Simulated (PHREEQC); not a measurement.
Dissolve 28 mmol/kgw KHCO3, 1.8 mmol/kgw Na2CO3 and 5.3 mmol/kgw NaCl at 55 °C. Closed to the air; pH follows from the charge balance.

Equilibrium calculation in PHREEQC: ion-association model, phreeqc.dat.

| quantity | before | after |
|---|---|---|
| pH | 8.64 | 8.93 |
| ionic strength (mol/kgw) | 0.0378 | 0.0237 |
| Na+ (mol/kgw) | 0.00839 | 0.00841 |
| CO3-2 (mol/kgw) | 0.00143 | 0.00131 |
| NaCO3- (mol/kgw) | 0.000434 | 0.000446 |
| SI of Sylvite (KCl) | -5.03 | -5.31 |
| SI of Halite (NaCl) | -6.11 | -6.08 |

Question: What was changed between the two runs?
(A) KHCO3 replaced by K2HPO4 at the same molality
(B) KHCO3 from 0.028 to 0.014 mol/kgw
(C) NaCl from 0.0053 to 0.0106 mol/kgw
(D) NaCl from 0.0053 to 0.00053 mol/kgw

Answer: B, KHCO3 from 0.028 to 0.014 mol/kgw

This is a speciation only: nothing precipitates in the calculation. At this temperature some constants are extrapolated from 25 °C, and those without enthalpy data are left unchanged.
